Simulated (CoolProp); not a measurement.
Vapour-liquid equilibrium of ethane (1) + propylene (2) at -101.65 °C; x and y are mole fractions of (1).

Computed with CoolProp (multi-fluid Helmholtz-energy mixture model, Bücker 2006 and Lemmon 2013; pair parameters Bell 2016).

Give the bubble pressure and the first vapour's composition at x = 0.45, 0.55, 0.95. Is there an azeotrope?

x = 0.45: 0.02416 MPa, y = 0.916; x = 0.55: 0.02829 MPa, y = 0.940; x = 0.95: 0.04497 MPa, y = 0.995. No azeotrope shows between x = 0.05 and 0.95.

The pair parameters rest on a limited set of measurements; away from them the model extrapolates.
